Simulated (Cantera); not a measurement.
Cantera run:

```python
import numpy as np
import cantera as ct

gas_names = """
    H HNO HNO2 HNO3 HO2 H2 H2O H2O2 Hg N NH NH2 NH3 NH2OH NO NO2 NO3 N2 N2H2 N2H4 N2O O OH O2 O3
""".split()
cond_names = """
    H2O(s) H2O(L) Hg(cr) Hg(L) HgO(s)
""".split()


# ... load() reads the species with a 1 bar reference pressure and builds the phases ...
atoms = {
    'HgO': {'Hg': 1, 'O': 1},
    'H2': {'H': 2},
    'N2': {'N': 2},
}
top_T = {}  # K; cautious upper limits of use, not melting points


# ... equilibrate(T, P, feed) seeds the gas with the atoms and calls Mixture.equilibrate('TP', solver="vcs", rtol=1e-11, max_steps=5000) ...
results = []
feed = {'HgO': 1, 'H2': 9.5, 'N2': 28}  # mol
T = 650  # K
P = 100000  # Pa
mix = equilibrate(T, P, feed)
results.append((T, P, feed, dict(zip(mix.species_names, mix.species_moles))))
print(gas.report(threshold=1e-05))
for i in range(1, mix.n_phases):
    print(f"{mix.phase(i).name:16s} {mix.phase_moles(i):12.5e} mol")
```

It prints:

```
       temperature   650 K
          pressure   1e+05 Pa
           density   0.49109 kg/m^3
  mean mol. weight   26.54 kg/kmol
   phase of matter   gas

                          1 kg             1 kmol
                     ---------------   ---------------
          enthalpy        2.1059e+05         5.589e+06  J
   internal energy            6956.8        1.8463e+05  J
           entropy            7800.5        2.0703e+05  J/K
    Gibbs function       -4.8597e+06       -1.2898e+08  J
 heat capacity c_p            1133.9             30095  J/K
 heat capacity c_v            820.67             21781  J/K

                      mass frac. Y      mole frac. X     chem. pot. / RT
                     ---------------   ---------------   ---------------
                H2          0.016612           0.21869           -18.073
               H2O          0.017659          0.026016           -72.089
                Hg           0.19663          0.026016           -13.931
               NH3         0.0010483         0.0016336           -39.211
                N2           0.76805           0.72764           -24.203
     [  +20 minor]        2.5662e-17        6.4477e-16

Hg(L)             0.00000e+00 mol
HgO(s)            0.00000e+00 mol
```

Equilibrium computed with Cantera from the NASA thermochemical tables; the gas is ideal and each condensed phase is pure.
